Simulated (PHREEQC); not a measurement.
Solution A (5.7 mmol/kgw CdCl2, 30 mmol/kgw CuCl2, 3.8 mmol/kgw H2SO4 and 160 mmol/kgw Na2SO4) is mixed with solution B (0.001 mol/kgw MgCl2 and 7.2e-05 mol/kgw Na2CO3) at 25 °C; shares are by mass of water, 1 kg in all. Oxygen alone is held at its pressure in air (log pO2 = -0.68). CO2 from the air is kept out. The run lets Brucite, Nesquehonite, Cu(OH)2, Malachite, Brochantite, Antlerite, Atacamite, Cd(OH)2, Otavite, CdOHCl, Halite, Mirabilite, Epsomite, Chalcanthite, Nahcolite, Natron precipitate or redissolve, and no other solid.

All values are PHREEQC results (ion-association model, wateq4f.dat), not measurements.

```csv
share of solution B,pH,Mg+2 (mol/kgw),CO2 (mol/kgw),HCO3- (mol/kgw),SO4-2 (mol/kgw)
0,2.78,0,0,0,0.105
0.1,2.81,4.19e-5,7.19e-6,3.17e-9,0.0964
0.2,2.84,8.54e-5,1.44e-5,6.69e-9,0.0872
0.3,2.87,0.000131,2.16e-5,1.07e-8,0.0778
0.4,2.91,0.000179,2.88e-5,1.53e-8,0.0681
0.5,2.96,0.000230,3.60e-5,2.10e-8,0.0581
0.6,3.03,0.000285,4.31e-5,2.83e-8,0.0477
0.7,3.11,0.000348,5.03e-5,3.88e-8,0.0369
0.8,3.23,0.000424,5.75e-5,5.67e-8,0.0256
0.9,3.48,0.000537,6.46e-5,1.06e-7,0.0135
1,9.59,0.000981,2.86e-8,5.30e-5,0
```

Complexes and solids missing from the database can't appear.
